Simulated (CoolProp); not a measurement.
Computed with CoolProp (reference Helmholtz-energy equation of state, Lemmon 2006). It is a short technical equation, of lower accuracy than the large ones.

Question: Give the vapour pressure (bar), vapour Z, liquid viscosity (µPa s) of saturated toluene at 392.3, 451.2 K.

Answer: 
| T (K) | p (bar) | vapour Z | liquid viscosity (µPa s) |
|---|---|---|---|
| 392.3 | 1.28 | 0.952 | 234 |
| 451.2 | 4.98 | 0.877 | 158 |

Viscosity comes from a separate model (Avgeri 2015).
